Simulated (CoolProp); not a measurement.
Saturation properties of R227EA (Tc = 101.8 °C, pc = 2925 kPa, ω = 0.358).

Values from CoolProp's reference Helmholtz-energy equation of state, Lemmon 2016.

```tsv
T (°C)	p (kPa)	vapour density (kg/m³)	surface tension (mN/m)	liquid viscosity (µPa s)
-34.45	…	3.797	14.3	536
-28.05	59.34	5.125	13.5	490
-21.65	80.09	6.796	12.7	448
-15.35	105.7	8.835	11.9	411
-8.95	138.0	11.37	11.1	377
-2.55	177.4	14.45	10.3	…
3.75	224.2	…	9.54	318
10.15	281.0	22.52	8.77	292
16.45	347.0	27.69	8.03	269
22.85	425.5	33.88	7.28	246
29.25	516.8	41.18	6.55	226
35.55	620.4	49.62	5.85	207
41.95	740.9	59.70	5.15	189
48.35	878.1	71.56	4.47	…
54.65	1031	85.35	3.82	157
```

Task: What belongs in the gaps?

Result: 
- -34.45, p (kPa): 43.13
- -2.55, liquid viscosity (µPa s): 346
- 3.75, vapour density (kg/m³): 18.10
- 48.35, liquid viscosity (µPa s): 173

It boils at -16.3 °C under 1 atm.

Viscosity comes from a separate model (Huber 2003), an estimate that may be off by 10 % or more. Surface tension comes from a separate correlation (Mulero 2012).
